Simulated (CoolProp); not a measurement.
Values from CoolProp's reference Helmholtz-energy equation of state, Lemmon 2003. It is a pseudo-pure fit of the blend.

For R404A, give the phase and the Z, cp (kJ/(kg K)), cv (kJ/(kg K)), isothermal compressibility (1/MPa) at 295.5 K and 1700 kPa; 295.5 K and 4240 kPa; 295.5 K and 8490 kPa.


- 295.5 K and 1700 kPa: liquid; Z 0.0636, cp 1.50, cv 0.919, isothermal compressibility 0.00975
- 295.5 K and 4240 kPa: liquid; Z 0.155, cp 1.44, cv 0.913, isothermal compressibility 0.00761
- 295.5 K and 8490 kPa: liquid; Z 0.302, cp 1.39, cv 0.910, isothermal compressibility 0.00568
